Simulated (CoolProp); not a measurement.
Values from CoolProp's reference Helmholtz-energy equation of state, Lemmon 2006. It is a short technical equation, of lower accuracy than the large ones.

Give the vapour pressure (MPa), vapour density (kg/m³), enthalpy of vaporisation (kJ/kg), liquid cp (kJ/(kg K)) of saturated CH3F (R41) at 143.8, 210.2, 226.7 K.


| T (K) | p (MPa) | vapour density (kg/m³) | enthalpy of vaporisation (kJ/kg) | liquid cp (kJ/(kg K)) |
|---|---|---|---|---|
| 143.8 | 0.00192 | 0.0548 | 551 | 2.09 |
| 210.2 | 0.221 | 4.62 | 465 | 2.10 |
| 226.7 | 0.448 | 9.07 | 438 | 2.16 |
